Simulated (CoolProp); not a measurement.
20 sccm (0 °C, 1 atm) of nitrogen bubbles through liquid decamethyltetrasiloxane (MD2M) at 319.5 K and leaves saturated at a total pressure of 0.00453 MPa (ideal gas phase). Each further row changes one setting.

Values from CoolProp's reference Helmholtz-energy equation of state, Thol 2017.

```csv
case,vapour pressure (kPa),mole fraction of vapour,delivery (mg/min),delivery (sccm),change of delivery for a bath 1 K warmer (%)
as stated,0.249,0.0550,16.1,1.16,7.3
bath temperature 324.5 K,0.345,0.0763,22.9,1.65,7.2
total pressure 0.00906 MPa,0.249,0.0275,7.84,0.566,7.1
```
